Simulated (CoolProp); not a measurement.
Model: reference Helmholtz-energy equation of state, Gao 2022, in CoolProp.

For n-perfluoropentane, give the phase and the Z, cv (kJ/(kg K)), speed of sound (m/s) at 236.5 K and 10000 kPa; 289.8 K and 10000 kPa; 396.5 K and 10000 kPa.


- 236.5 K and 10000 kPa: liquid; Z 0.804, cv 0.734, speed of sound 681
- 289.8 K and 10000 kPa: liquid; Z 0.713, cv 0.815, speed of sound 558
- 396.5 K and 10000 kPa: liquid; Z 0.647, cv 0.948, speed of sound 318
